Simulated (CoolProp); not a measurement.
A Linde-Hampson liquefier for methane: isothermal reversible compression at 280 K from 1 atm to 25 MPa, throttling to 1 atm, return gas leaving the recuperator 5 K below the feed. Each further row changes one setting.

Computed with CoolProp (reference Helmholtz-energy equation of state, Setzmann 1991).

| case | liquid yield per pass | compression work (kJ/kg of gas) |
|---|---|---|
| as stated | 0.254 | 740 |
| high pressure 50 MPa | 0.277 | 839 |
| warm-end temperature 310 K | 0.192 | 842 |
| warm-end gap 10 K | 0.245 | 740 |
